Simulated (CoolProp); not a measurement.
The fluid at 503.25 K and 1.48 MPa expands adiabatically to 0.207 MPa with isentropic efficiency 0.85. The same conditions are run with several fluids, on thermodynamics alone (safety and materials aside).

The numbers come from the reference Helmholtz-energy equation of state of each fluid (tetrahydrofuran: Fiedler 2023; isobutane: Bücker 2006; isohexane: Lemmon 2006; dimethyl ether: Wu 2011; hydrogen sulfide: Lemmon 2006) in CoolProp.

Question: Rank tetrahydrofuran, isobutane, isohexane, dimethyl ether, hydrogen sulfide by work (kJ/kg), highest first.

Answer: hydrogen sulfide (162), dimethyl ether (134), isobutane (109), tetrahydrofuran (84.1), isohexane (70.5)

| fluid | final temperature (K) | final density (kg/m³) |
|---|---|---|
| tetrahydrofuran | 443.4 | 4.15 |
| isobutane | 453.2 | 3.24 |
| isohexane | 463.7 | 4.77 |
| dimethyl ether | 427.4 | 2.71 |
| hydrogen sulfide | 343.8 | 2.49 |
